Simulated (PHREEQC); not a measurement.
## Phosphoric acid bath (model solution)

Dissolve 0.22 mol/kgw H3PO4 and 0.0045 mol/kgw NaOH at 90 °C and 300 atm. Closed to the air; pH follows from the charge balance.

Model: ion-association model, phreeqc.dat, run in PHREEQC.

pH: 1.57
ionic strength: 0.0357 mol/kgw
specific conductance: 29600 µS/cm
total alkalinity: -216 meq/kg

```json
[
 {"species": "H3PO4", "molality": "0.184", "activity": "0.186", "log γ": "0.004"},
 {"species": "H2PO4-", "molality": "0.0357", "activity": "0.0297", "log γ": "-0.081"},
 {"species": "H+", "molality": "0.0312", "activity": "0.0267", "log γ": "-0.069"},
 {"species": "Na+", "molality": "0.00450", "activity": "0.00372", "log γ": "-0.083"},
 {"species": "HPO4-2", "molality": "2.60e-7", "activity": "1.22e-7", "log γ": "-0.328"}
]
```

Precipitation was switched off in this run. Under pressure, the constants of complexes without a molar volume in the database are unreliable. Constants without temperature data keep their 25 °C values here.
